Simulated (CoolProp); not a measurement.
Ammonia at 298.15 K and 9.02 MPa is throttled through a valve to 4.81 MPa with no heat exchange. Each further row changes one setting.

The numbers come from the reference Helmholtz-energy equation of state, Gao 2020 in CoolProp.

| case | temperature change (K) | final density (kg/m³) |
|---|---|---|
| as stated | +0.4 | ? |
| outlet pressure 1.44 MPa | ? | ? |
| outlet pressure 6.25 MPa | ? | ? |

**Question.** Complete the blanks.

**Answer.** 
- as stated, final density (kg/m³): 606
- outlet pressure 1.44 MPa, temperature change (K): +0.7
- outlet pressure 1.44 MPa, final density (kg/m³): 602
- outlet pressure 6.25 MPa, temperature change (K): +0.3
- outlet pressure 6.25 MPa, final density (kg/m³): 607
